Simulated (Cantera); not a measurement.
Si₃N₄ + H₂O + N₂ + O₂ (nitride etching)

Input: 1 mol Si₃N₄, 0.46 mol H₂O, 36 mol N₂, 1 mol O₂, equilibrated at 1.80e-5 bar.

Cantera equilibrium calculation (NASA polynomials, part measured and part estimated; ideal gas, pure solids and liquids). Candidate condensed phases: H₂O, Si, SiO₂, Si₂N₂O, Si₃N₄; 35 gas species. Mutual solubility and eutectic melting of coexisting phases are not modelled. The tables' values for SiN are old estimates; treat these amounts as uncertain. The tables hold silica as quartz up to 1696 K and as liquid above; real silica turns to tridymite and cristobalite and melts near 1996 K. Rates play no part.

```
T (°C)   x N₂     x SiO      x Si     x H₂       x H   x Si₂N    x Si₂     x SiN  n SiO₂(β-quartz)  n Si₂N₂O(s)  n Si(s)
------  -----  --------  --------  -------  --------  -------  -------  --------  ----------------  -----------  -------
675     0.988  2.49e-10    <1e-12   0.0123   1.37e-8   <1e-12   <1e-12    <1e-12             0.640         1.18        0
775     0.988   1.20e-7    <1e-12   0.0123   2.02e-7   <1e-12   <1e-12    <1e-12             0.640         1.18        0
875     0.988   1.93e-5    <1e-12   0.0123   1.88e-6   <1e-12   <1e-12    <1e-12             0.640         1.18        0
975     0.986   0.00136  6.29e-11   0.0123   1.22e-5   <1e-12   <1e-12  1.24e-12             0.623         1.16        0
1075    0.940    0.0482   1.68e-8   0.0115   5.85e-5   <1e-12   <1e-12  1.83e-10                 0        0.540        0
1175    0.940    0.0482   4.24e-5   0.0114  0.000232  1.03e-7  9.61e-9   2.82e-7                 0        0.538        0
1275    0.927    0.0600   0.00177   0.0108  0.000756  1.21e-5  3.14e-6   7.60e-6                 0            0    0.466
1375    0.916    0.0593    0.0127   0.0100   0.00210  5.87e-5  3.78e-5   3.74e-5                 0            0        0
1475    0.914    0.0592    0.0129  0.00857   0.00499  7.41e-6  1.06e-5   2.72e-5                 0            0        0
1575    0.912    0.0590    0.0129  0.00614   0.00979  1.14e-6  3.34e-6   2.02e-5                 0            0        0
```
x: gas mole fraction; n: condensed amount in mol.

From 675 °C to 975 °C the condensed part is SiO₂(β-quartz) + Si₂N₂O(s). From 1075 °C to 1175 °C the condensed part is Si₂N₂O(s). At 1275 °C the condensed part is Si(s). From 1375 °C to 1575 °C nothing is condensed.
